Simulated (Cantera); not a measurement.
**BaF₂ + N₂ + H₂ (halide evaporation, hydrolysis and transport)**

Input: 1 mol BaF₂, 15 mol N₂, 15 mol H₂, equilibrated at 790 Pa.

Equilibrium computed with Cantera from the NASA thermochemical tables; the gas is ideal and each condensed phase is pure. Candidate condensed phases: Ba, BaF₂; 24 gas species. Rates play no part.

```
T (K)   x N₂   x H₂    x BaF₂      x HF     x BaF  n BaF₂(s)
-----  -----  -----  --------  --------  --------  ---------
700    0.500  0.500    <1e-12    <1e-12    <1e-12       1.00
800    0.500  0.500    <1e-12  1.32e-12    <1e-12       1.00
900    0.500  0.500  6.67e-12  1.52e-10  1.20e-10       1.00
1000   0.500  0.500   1.20e-9   7.56e-9   6.80e-9       1.00
1100   0.500  0.500   8.05e-8   1.85e-7   1.75e-7      1.000
1200   0.500  0.500   2.55e-6   2.62e-6   2.54e-6      1.000
1300   0.500  0.500   4.51e-5   2.40e-5   2.36e-5      0.998
1400   0.500  0.500  0.000505  0.000157  0.000155      0.980
1500   0.497  0.497   0.00393  0.000781  0.000774      0.858
1600   0.486  0.484    0.0228   0.00311   0.00308      0.200
1700   0.482  0.479    0.0269   0.00527   0.00521          0
1800   0.481  0.476    0.0246   0.00753   0.00737          0
1900   0.480  0.472    0.0220    0.0102   0.00984          0
```
x: gas mole fraction; n: condensed amount in mol.

From 700 K to 1600 K the condensed part is BaF₂(s). From 1700 K to 1900 K nothing is condensed.
